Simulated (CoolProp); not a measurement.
Saturation properties of carbon monoxide (Tc = 132.9 K, pc = 3.498 MPa, ω = 0.050).

Model: reference Helmholtz-energy equation of state, Lemmon 2006, in CoolProp. It is a short technical equation, of lower accuracy than the large ones.

```csv
T (K),p (MPa),liquid density (kg/m³),enthalpy of vaporisation (kJ/kg),liquid cp (kJ/(kg K)),vapour Z,surface tension (mN/m)
82.3,0.1092,790.3,213.8,2.148,0.9565,9.38
86.1,0.1636,773.4,208.3,2.163,0.9420,8.57
89.9,0.2363,755.8,202.4,2.187,0.9248,7.78
93.7,0.3307,737.6,196.0,2.222,0.9047,6.99
97.5,0.4503,718.5,189.1,2.268,0.8817,6.22
101.3,0.5986,698.4,181.6,2.329,0.8556,5.46
105.1,0.7794,677.1,173.2,2.410,0.8261,4.71
108.9,0.9964,654.4,164.0,2.520,0.7929,3.98
112.7,1.254,629.7,153.5,2.671,0.7555,3.26
116.5,1.555,602.6,141.6,2.891,0.7132,2.57
120.3,1.906,572.0,127.7,3.237,0.6647,1.90
124.1,2.311,536.2,110.8,3.865,0.6073,1.25
127.9,2.777,490.6,88.73,5.422,0.5350,0.652
```

It boils at 81.6 K under 1 atm.

Surface tension comes from a separate correlation (Mulero 2012).
